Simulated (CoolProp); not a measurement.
Vapour-liquid equilibrium of R22 (1) + R123 (2) at 64.1 kPa; x and y are mole fractions of (1).

Values from CoolProp's multi-fluid Helmholtz-energy mixture model, Kamei 1995 and Younglove 1994; pair parameters Bell 2016.

Problem. Give the bubble temperature and the first vapour's composition at x = 0.55, 0.75, 0.85. Is there an azeotrope?

Solution. x = 0.55: 234.0 K, y = 0.972; x = 0.75: 228.3 K, y = 0.989; x = 0.85: 226.0 K, y = 0.994. No azeotrope shows between x = 0.05 and 0.95.

The pair parameters rest on a limited set of measurements; away from them the model extrapolates. The gap from Raoult's law changes sign with composition, which may be real or a fault of the pair parameters; it wasn't checked against measurements.
